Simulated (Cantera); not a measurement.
# Thermodynamics of silicon etching in halogen gases, feed Si + NF3

A closed system holds: 1 mol Si, 1.6 mol NF3, at 850 K and 4.90 Pa.

These are equilibrium values from Cantera (NASA tables, ideal gas, pure condensed phases), not measurements of a reactor. Candidate condensed phases: Si, Si3N4; 16 gas species. The numbers say what is thermodynamically allowed, not how fast it happens.

```yaml
x(SiF4): 0.390
x(N2): 0.312
x(F): 0.285
x(F2): 0.0135
gas_amount: 2.565 mol
log10 activity of Si(s) (absent): -84.12
```
